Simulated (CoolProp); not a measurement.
Vapour-liquid equilibrium of C2F6 (R116) (1) + R143a (2) at 0.0615 MPa; x and y are mole fractions of (1).

Values from CoolProp's multi-fluid Helmholtz-energy mixture model, Lemmon 2006 and Lemmon and Jacobsen 2000; pair parameters Bell 2016.

```csv
x,"bubble temperature, mixture model (K)","bubble temperature, Raoult's law (K)","y, mixture model","y, Raoult's law"
0.05,[?],212.8,0.435,0.195
0.15,196.2,207.6,[?],0.463
0.25,191.8,203.4,0.805,0.630
0.35,189.7,199.9,[?],0.742
0.45,188.7,196.9,0.859,0.819
0.55,188.1,194.4,0.870,0.875
0.65,187.7,192.2,0.880,0.916
0.75,187.3,190.3,0.893,0.948
0.85,186.8,188.5,0.917,0.972
0.95,186.4,187.0,[?],0.992
```

Task: Fill in the missing entries.

Result: 
- 0.05, bubble temperature, mixture model (K): 206.2
- 0.15, y, mixture model: 0.720
- 0.35, y, mixture model: 0.841
- 0.95, y, mixture model: 0.962

The largest gap from Raoult's law is -11.6 K in bubble temperature, at x = 0.25. No azeotrope shows between x = 0.05 and 0.95.

Pair parameters are fitted to limited data, so mixtures are less certain than the pure fluids. With so large a gap from Raoult's law the liquid may split in two, which this calculation doesn't test in full.
